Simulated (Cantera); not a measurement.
A jet of 2.26 % H₂, 16.5 % O₂, 81.3 % N₂ at 300 K and 0.0563 atm hits a platinum plate 2.6 cm away at a mass flux of 0.059 kg/m²/s; the plate temperature is set and raised in steps from an oxygen-covered start.

Computed with Cantera and Deutschmann's 1995 Pt surface mechanism with GRI-Mech 3.0 gas chemistry. Catalytic surfaces can have several steady states; this one follows from the mechanism file's or the stated starting coverage.

One state of this run: wall x H₂ = 0.00131; wall x O₂ = 0.142; wall x H₂O = 0.0399; wall x OH = 1.41e-7; θ free Pt = 0.276; θ O* = 0.722; θ OH* = 0.00116. x: mole fraction at the wall; θ: surface coverage.

Question: Which value of plate T (K) does it belong to?
A) 800
B) 750
C) 950
D) 850

Answer: C, 950
